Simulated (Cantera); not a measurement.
An adiabatic, constant-volume homogeneous reactor starts with CH₄ : CO : O₂ : N₂ = 1 : 0.3 : 2.5 : 9.4 (molar parts), equivalence ratio 0.86, at 1623 K and 760 Torr. Integrator tolerance rtol = 1e-08.

Cantera simulation using GRI-Mech 3.0 (53 species, 325 reactions); the numbers are that mechanism's predictions, not measurements.

Task: What does this change do: CO 0.3 to 0.75 parts?

Result: 
```tsv
quantity	before	after
time of steepest temperature rise	0.356 ms	0.361 ms
temperature at 0.200 s	2882 K	2908 K
equilibrium temperature	2882 K	2908 K
x(CH₄) at 0.200 s	<1e-12 (gas-phase equilibrium <1e-12)	<1e-12 (gas-phase equilibrium <1e-12)
x(CO) at 0.200 s	0.0427 (gas-phase equilibrium 0.0427)	0.0615 (gas-phase equilibrium 0.0615)
x(O₂) at 0.200 s	0.0366 (gas-phase equilibrium 0.0366)	0.0310 (gas-phase equilibrium 0.0310)
x(HO₂) at 0.200 s	1.15e-5 (gas-phase equilibrium 1.15e-5)	1.04e-5 (gas-phase equilibrium 1.04e-5)
x(CO₂) at 0.200 s	0.0523 (gas-phase equilibrium 0.0523)	0.0627 (gas-phase equilibrium 0.0627)
x(CH₂CO) at 0.200 s	<1e-12 (gas-phase equilibrium <1e-12)	<1e-12 (gas-phase equilibrium <1e-12)
x(NO) at 0.200 s	0.0160 (gas-phase equilibrium 0.0160)	0.0150 (gas-phase equilibrium 0.0150)
```
